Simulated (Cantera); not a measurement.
**Counterflow diffusion flame**

A counterflow diffusion flame at 1.00 bar, nozzles 20 mm apart: fuel side H2 = 1 (molar parts) at 375 K, oxidiser side O2 : N2 = 0.17 : 0.83 (molar parts) at 498 K, fuel mass flux 0.34 times the oxidiser's; mixture-averaged transport, no radiation.

Detailed kinetics in Cantera: the H2/O2 subset of GRI-Mech 3.0, which has no nitrogen chemistry. The maximum strain rate includes the flame's own expansion and is several times the mean.

| oxidiser flux (kg/m²/s) | max strain (1/s) | mean strain (1/s) | T max (K) | peak x OH | peak x H | peak x H2O | peak x HO2 |
|---|---|---|---|---|---|---|---|
| 0.6 | 783 | 201 | 2204 | 0.0138 | 0.0158 | 0.237 | 6.01e-5 |
| 0.87 | 1120 | 292 | 2159 | 0.0140 | 0.0182 | 0.234 | 7.44e-5 |
| 1.3 | 1640 | 436 | 2110 | 0.0140 | 0.0210 | 0.231 | 8.98e-5 |
| 1.8 | 2240 | 603 | 2061 | 0.0138 | 0.0234 | 0.229 | 0.000103 |
| 2.7 | 3340 | 905 | 1999 | 0.0134 | 0.0267 | 0.227 | 0.000121 |
| 3.9 | 4790 | 1310 | 1944 | 0.0131 | 0.0301 | 0.224 | 0.000138 |
| 5.7 | 6960 | 1910 | 1883 | 0.0125 | 0.0335 | 0.221 | 0.000155 |
| 8.3 | 10100 | 2780 | 1816 | 0.0117 | 0.0368 | 0.218 | 0.000174 |
x: mole fraction; the columns are a selection and need not sum to one.
